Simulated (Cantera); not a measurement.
A closed system holds: 1 mol Pb, 1.2 mol H₂, held at 1448 K.

These are equilibrium values from Cantera (NASA tables, ideal gas, pure condensed phases), not measurements of a reactor. Candidate condensed phases: Pb; 4 gas species. Kinetics and transport are ignored.

Which condensed phases are stable at each of these points (P (Pa)): 10, 68, 460, 3200, 22000, 150000, 1000000?


```csv
P (Pa),condensed phases,Pb condensed (%)
10,gas only,0.0
68,gas only,0.0
460,gas only,0.0
3200,gas only,0.0
22000,Pb(l),91.5
150000,Pb(l),98.8
1000000,Pb(l),99.8
```

From 10.0 Pa to 32.0 mbar nothing is condensed. From 0.220 bar to 10.0 bar the condensed part is Pb(l).
